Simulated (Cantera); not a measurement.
Charge: 1 mol SiH4, 4.5 mol H2O, 12 mol N2, held at 6.60 Pa.

Equilibrium computed with Cantera from the NASA thermochemical tables; the gas is ideal and each condensed phase is pure. Candidate condensed phases: H2O, Si, SiO2, Si2N2O, Si3N4; 35 gas species. The tables hold silica as quartz up to 1696 K and as liquid above; real silica turns to tridymite and cristobalite and melts near 1996 K. Equilibrium is a limit: real reactors are often held back by kinetics, nucleation or transport.

Over these rows the condensed part is SiO2(β-quartz). Partial pressures as log10 of bar:

| T (K) | 1000/T (1/K) | log p SiO | log p N2 | log p H2 | log p H2O |
|---|---|---|---|---|---|
| 1250 | 0.8000 | -12.35 | -4.37 | -4.85 | -5.05 |
| 1325 | 0.7547 | ? | -4.37 | -4.85 | -5.05 |
| 1400 | 0.7143 | -9.91 | -4.37 | -4.85 | -5.05 |
| 1475 | 0.6780 | -8.88 | -4.37 | -4.85 | -5.05 |
| 1550 | 0.6452 | -7.96 | -4.37 | -4.85 | -5.05 |
| 1625 | 0.6154 | -7.13 | -4.37 | -4.85 | -5.05 |

Fit log p(SiO) = a + b·(1000/T) to the five rows, give the apparent enthalpy, and predict the row at 1325 K.

Means: 1000/T = 0.6906, log p = -9.246. Sxy = -0.577434, Sxx = 0.0204050, so b = -28.30 and a = -9.246 − (-28.30)×0.6906 = 10.30.
Apparent enthalpy: −19.145 × (-28.30) = 542 kJ/mol. With the condensed phases at unit activity, SiO2(β-quartz) + H2(g) = SiO(g) + H2O(g) links this pressure to the main gases: over the six rows their terms move log p by +0.00 in all, so the slope is close to that reaction's ΔH°. The five rows lie within 0.01 of the line.
Prediction at 1325 K: 10.30 + (-28.30)×0.7547 = -11.06. The computed value is -11.06, 0.00 from the line.
